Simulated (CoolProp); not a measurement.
Vapour-liquid equilibrium of methanol (1) + ethanol (2) at 340.9 K; x and y are mole fractions of (1).

The numbers come from the multi-fluid Helmholtz-energy mixture model, de Reuck 1993 and Schroeder 2014; pair parameters Bell 2016 in CoolProp.

```csv
x,bubble pressure (kPa),y at the bubble point,dew pressure at overall composition x (kPa),liquid density (mol/L)
0.05,68.08,…,67.00,16.47
0.15,72.99,0.233,70.17,17.02
0.25,…,0.361,73.59,17.60
0.35,82.35,0.475,77.28,…
0.45,87.00,0.578,81.29,18.87
0.55,91.75,0.672,85.69,19.56
0.65,96.64,0.759,90.58,…
0.75,101.7,0.837,96.13,21.07
0.85,106.9,0.908,102.6,21.90
0.95,112.3,0.971,110.4,22.79
```

Q: Complete the blanks.

A: 
- 0.05, y at the bubble point: 0.085
- 0.25, bubble pressure (kPa): 77.71
- 0.35, liquid density (mol/L): 18.21
- 0.65, liquid density (mol/L): 20.29

No azeotrope shows between x = 0.05 and 0.95.

Pair parameters are fitted to limited data, so mixtures are less certain than the pure fluids.
